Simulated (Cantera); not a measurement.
A closed system holds: 1 mol B, 8.2 mol H2O, at 1173 K and 100000 Pa.

These are equilibrium values from Cantera (NASA tables, ideal gas, pure condensed phases), not measurements of a reactor. Candidate condensed phases: B, B2O3, B3O3H3, H2O; 23 gas species. Gases not in the tables: H3BO3. The numbers say what is thermodynamically allowed, not how fast it happens.

Base state: H2O 0.806, H2 0.184, (HBO2)3 0.00938, HBO2 0.000504 (mole fractions); condensed: B2O3(l).

What changes in the equilibrium state with this change: 0.82 mol HF added?


```json
[
 {"species": "H2O", "before": "0.806", "after": "0.739"},
 {"species": "H2", "before": "0.184", "after": "0.167"},
 {"species": "HF", "before": "0", "after": "0.0815"},
 {"species": "(HBO2)3", "before": "0.00938", "after": "0.00823"},
 {"species": "BF3", "before": "0", "after": "0.00288"},
 {"species": "B3O3F3", "before": "0", "after": "0.000368"},
 {"species": "B2O3(l), mol", "before": "0.383", "after": "0.368"}
]
```
